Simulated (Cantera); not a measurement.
Charge: 1 mol Fe3O4, 4.1 mol H2, 5.7 mol N2, held at 2198.15 K and 1.70 bar.

These are equilibrium values from Cantera (NASA tables, ideal gas, pure condensed phases), not measurements of a reactor. Candidate condensed phases: Fe, FeO, Fe(OH)2, Fe(OH)3, Fe2O3, Fe3O4, H2O; 27 gas species. Each liquid is taken as pure. Mutual solubility and eutectic melting of coexisting phases are not modelled. The tables' stoichiometric FeO is somewhat more stable than real wüstite, so its field is too wide. FeO: taken at fixed stoichiometry. Rates play no part.

Base state: N2 0.580, H2 0.281, H2O 0.135, H 0.00227, Fe 0.00160, OH 0.000151, Fe(OH)2 0.000119, FeO 2.37e-5 (mole fractions); condensed: Fe(l) + FeO(l).

Problem. What changes in the equilibrium state with this change: pressure from 1.70 bar to 1 atm?

Solution. 
```csv
species,before,after
N2,0.580,0.579
H2,0.281,0.280
H2O,0.135,0.135
Fe,0.00160,0.00269
H,0.00227,0.00293
FeO,2.37e-5,3.97e-5
NO,9.78e-6,1.27e-5
"Fe(l), mol",0.313,0.302
"FeO(l), mol",2.67,2.67
```
